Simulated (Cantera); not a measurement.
Cantera with NASA thermochemical tables; ideal gases at 1 bar, condensed phases pure. Values are per mole of reaction as written; species without (g) are pure solids or liquids, kept so even where they would boil at 1 bar.

6 NO2(g) → 4 O3(g) + 3 N2(g), with ΔH° = 362.1 kJ and ΔS° = 90.0 J/K at 300 K.

Task: How far is the shortcut ΔG° ≈ ΔH°(300 K) − T·ΔS°(300 K) from the full temperature-dependent value at 1923, 1948, 1973, 1998, 2023, 2048, 2073, 2098, 2123, 2148, 2173 K?

Result: 
```json
[
 {"T (K)": "1923", "shortcut (kJ)": "189.0", "full (kJ)": "164.1", "difference (kJ)": "24.9", "difference in log10 K": "-0.68"},
 {"T (K)": "1948", "shortcut (kJ)": "186.8", "full (kJ)": "161.4", "difference (kJ)": "25.4", "difference in log10 K": "-0.68"},
 {"T (K)": "1973", "shortcut (kJ)": "184.5", "full (kJ)": "158.6", "difference (kJ)": "26.0", "difference in log10 K": "-0.69"},
 {"T (K)": "1998", "shortcut (kJ)": "182.3", "full (kJ)": "155.8", "difference (kJ)": "26.5", "difference in log10 K": "-0.69"},
 {"T (K)": "2023", "shortcut (kJ)": "180.0", "full (kJ)": "153.0", "difference (kJ)": "27.0", "difference in log10 K": "-0.70"},
 {"T (K)": "2048", "shortcut (kJ)": "177.8", "full (kJ)": "150.2", "difference (kJ)": "27.6", "difference in log10 K": "-0.70"},
 {"T (K)": "2073", "shortcut (kJ)": "175.6", "full (kJ)": "147.4", "difference (kJ)": "28.1", "difference in log10 K": "-0.71"},
 {"T (K)": "2098", "shortcut (kJ)": "173.3", "full (kJ)": "144.6", "difference (kJ)": "28.7", "difference in log10 K": "-0.71"},
 {"T (K)": "2123", "shortcut (kJ)": "171.1", "full (kJ)": "141.8", "difference (kJ)": "29.3", "difference in log10 K": "-0.72"},
 {"T (K)": "2148", "shortcut (kJ)": "168.8", "full (kJ)": "138.9", "difference (kJ)": "29.9", "difference in log10 K": "-0.73"},
 {"T (K)": "2173", "shortcut (kJ)": "166.6", "full (kJ)": "136.1", "difference (kJ)": "30.5", "difference in log10 K": "-0.73"}
]
```
The shortcut ignores the heat-capacity change of the reaction.
